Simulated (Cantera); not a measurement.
A Cantera script and its output.

```python
import numpy as np
import cantera as ct

gas = ct.Solution("gri30.yaml")
gas.TPX = 450, 130000, {'CH3OH': 1, 'O2': 1.7, 'N2': 5.8}
flame = ct.FreeFlame(gas, width=0.033)
flame.set_refine_criteria(ratio=3, slope=0.08, curve=0.16)
flame.transport_model = "mixture-averaged"
flame.solve(loglevel=0, auto=True)
flame.transport_model = "multicomponent"
flame.soret_enabled = True
flame.solve(loglevel=0, refine_grid=True)
z, T = flame.grid, flame.T
thick = (T[-1] - T[0]) / np.gradient(T, z).max()
show = ['CH3OH', 'O2', 'HCN', 'HCO', 'CH2CO', 'H']
print(f"laminar burning velocity  {flame.velocity[0] * 100:.3f} cm/s")
print(f"burnt temperature         {T[-1]:.1f} K")
print(f"thermal thickness         {thick * 1e3:.4f} mm")
print(f"grid points               {len(z)}")
z0 = z[flame.heat_release_rate.argmax()]
print(f"{'z/mm':>9s}{'T/K':>9s}{'u/(m/s)':>9s}" + "".join(f"{s:>11s}" for s in show))
rows = []
for k in (-3, -2, -1.5, -1, -0.5, -0.25, 0, 0.25, 0.5, 1, 2, 4, 8):
    zz = z0 + k * thick
    rows.append([k * thick, np.interp(zz, z, T), np.interp(zz, z, flame.velocity),
                 *(np.interp(zz, z, flame.X[gas.species_index(s)]) for s in show)])
    print(f"{rows[-1][0] * 1e3:9.3f}{rows[-1][1]:9.1f}{rows[-1][2]:9.3f}" + "".join(f"{x:11.3e}" for x in rows[-1][3:]))
```

It prints:

```
laminar burning velocity  71.637 cm/s
burnt temperature         2291.4 K
thermal thickness         0.2562 mm
grid points               129
     z/mm      T/K  u/(m/s)      CH3OH         O2        HCN        HCO      CH2CO          H
   -0.769    450.2    0.717  1.176e-01  1.998e-01  1.108e-12  2.475e-18  1.566e-11  7.068e-17
   -0.512    452.6    0.722  1.174e-01  1.993e-01  2.560e-11  2.007e-17  4.880e-10  4.665e-16
   -0.384    460.6    0.737  1.170e-01  1.984e-01  1.288e-10  3.487e-16  2.790e-09  1.230e-14
   -0.256    521.8    0.841  1.143e-01  1.929e-01  1.429e-09  2.350e-13  4.177e-08  2.455e-11
   -0.128    879.3    1.457  8.743e-02  1.612e-01  1.472e-08  1.412e-08  5.866e-07  4.189e-07
   -0.064   1264.0    2.155  4.784e-02  1.242e-01  3.515e-08  8.063e-06  1.570e-06  4.635e-05
    0.000   1678.3    2.945  5.543e-03  8.188e-02  6.972e-08  1.812e-04  2.859e-06  1.526e-03
    0.064   1818.6    3.195  2.631e-05  5.770e-02  6.039e-08  1.059e-05  4.232e-07  5.075e-03
    0.128   1880.1    3.285  4.259e-08  4.677e-02  2.338e-08  1.614e-07  1.964e-08  6.333e-03
    0.256   1965.7    3.407  1.432e-11  3.925e-02  3.002e-09  5.375e-08  6.778e-11  5.856e-03
    0.512   2065.3    3.556  1.034e-15  3.435e-02  7.149e-11  2.358e-08  6.548e-15  3.985e-03
    1.025   2160.3    3.699  3.847e-17  3.050e-02  2.182e-12  8.671e-09  1.017e-16  2.110e-03
    2.050   2232.2    3.805  3.966e-18  2.744e-02  2.055e-12  2.842e-09 -4.026e-17  1.022e-03
```

Computed with Cantera and GRI-Mech 3.0 (53 species, 325 reactions). GRI-Mech 3.0 was tuned for natural gas; its chemistry of methanol as a main component is partial and can be far from experiment. Burning velocities carry a grid error of a few per cent, more on coarse grids.
